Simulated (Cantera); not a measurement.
Input (Python, Cantera) and output of one run.

```python
import numpy as np
import cantera as ct

gas_names = [...]  # 109 gases of nasa_gas.yaml made of C, Cl, H, Si
cond_names = """
    C(gr) C6H6(L) C7H8(L) C8H18(L),n-octa Si(cr) Si(L) SiC(b)
""".split()


# ... load() reads the species with a 1 bar reference pressure and builds the phases ...
atoms = {
    'SiCl4': {'Si': 1, 'CL': 4},
    'CH4': {'C': 1, 'H': 4},
    'H2': {'H': 2},
    'C3H8': {'C': 3, 'H': 8},
}
top_T = {'C(gr)': 4500, 'SiC(b)': 3050}  # K; cautious upper limits of use, not melting points


# ... equilibrate(T, P, feed) seeds the gas with the atoms and calls Mixture.equilibrate('TP', solver="vcs", rtol=1e-11, max_steps=5000) ...
results = []
feed = {'SiCl4': 1, 'CH4': 0.017, 'H2': 3.9, 'C3H8': 0.01}  # mol
T = 1773  # K
P = 10000  # Pa
mix = equilibrate(T, P, feed)
results.append((T, P, feed, dict(zip(mix.species_names, mix.species_moles))))
print(gas.report(threshold=0.001))
for i in range(1, mix.n_phases):
    print(f"{mix.phase(i).name:16s} {mix.phase_moles(i):12.5e} mol")
```

Result:

```
       temperature   1773 K
          pressure   10000 Pa
           density   0.020215 kg/m^3
  mean mol. weight   29.8 kg/kmol
   phase of matter   gas

                          1 kg             1 kmol
                     ---------------   ---------------
          enthalpy       -3.0882e+05       -9.2029e+06  J
   internal energy        -8.035e+05       -2.3944e+07  J
           entropy            8884.3        2.6475e+05  J/K
    Gibbs function       -1.6061e+07       -4.7861e+08  J
 heat capacity c_p            1285.1             38296  J/K
 heat capacity c_v            1006.1             29981  J/K

                      mass frac. Y      mole frac. X     chem. pot. / RT
                     ---------------   ---------------   ---------------
               HCL           0.41157           0.33641           -35.575
                H2          0.033946           0.50178           -22.096
             SiCL2           0.48432           0.14581           -55.836
             SiCL3          0.056255           0.01247           -80.363
             SiCL4          0.010326         0.0018114           -104.89
     [ +104 minor]          0.003579         0.0017167

C(gr)             0.00000e+00 mol
Si(L)             0.00000e+00 mol
SiC(b)            4.69768e-02 mol
```

Cantera equilibrium calculation (NASA polynomials, part measured and part estimated; ideal gas, pure solids and liquids). The tables' values for SiCl3, SiCl are old estimates; treat these amounts as uncertain.
